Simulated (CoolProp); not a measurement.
R152A along the isotherm 269.1 K: Z from the reference equation and from simpler models built on Tc = 386.4 K, pc = 45.17 bar, ω = 0.275; each cubic takes its own stable root.

Computed with CoolProp (reference Helmholtz-energy equation of state, Outcalt 1996). It is a modified Benedict-Webb-Rubin equation, recast in Helmholtz form.

```tsv
p (bar)	phase	reference	van der Waals	Soave-Redlich-Kwong
56.5	liquid	0.1701	0.3017	0.2034
113	liquid	0.3361	0.5849	0.4004
169	liquid	0.4975	0.8550	0.5909
226	liquid	0.6588	1.123	0.7809
282	liquid	0.8149	1.380	0.9645
339	liquid	0.9716	1.639	1.149
395	liquid	1.124	1.889	1.328
452	liquid	1.276	2.141	1.508
```
